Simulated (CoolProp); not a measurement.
c-C4F8 (RC318) at 298.15 K and 0.124 MPa is compressed adiabatically to 0.488 MPa with isentropic efficiency 0.8. Each further row changes one setting.

The numbers come from the reference Helmholtz-energy equation of state, Platzer 1990 in CoolProp. This equation is an older, rougher fit.

| case | work (kJ/kg) | final temperature (K) | final density (kg/m³) |
|---|---|---|---|
| as stated | ? | ? | ? |
| efficiency 1 | ? | ? | ? |
| efficiency 0.65 | 25.3 | ? | 39.4 |

Problem. Fill in the missing entries.

Solution. 
- as stated, work (kJ/kg): 20.5
- as stated, final temperature (K): 328.3
- as stated, final density (kg/m³): 40.4
- efficiency 1, work (kJ/kg): 16.4
- efficiency 1, final temperature (K): 323.6
- efficiency 1, final density (kg/m³): 41.3
- efficiency 0.65, final temperature (K): 333.7
